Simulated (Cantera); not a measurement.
Input: 1 mol V, 4.6 mol NH3, at 27.0 Pa.

These are equilibrium values from Cantera (NASA tables, ideal gas, pure condensed phases), not measurements of a reactor. Candidate condensed phases: V, VN; 11 gas species. VN: taken at fixed stoichiometry. Condensed phases not in the tables: V2N. Equilibrium is a limit: real reactors are often held back by kinetics, nucleation or transport.

Q: At 1673 K, list the 4 most abundant gas species with their mole fractions, and the condensed phases.

A: H2 0.788, N2 0.206, H 0.00615, V 1.15e-5. Condensed: VN(s).
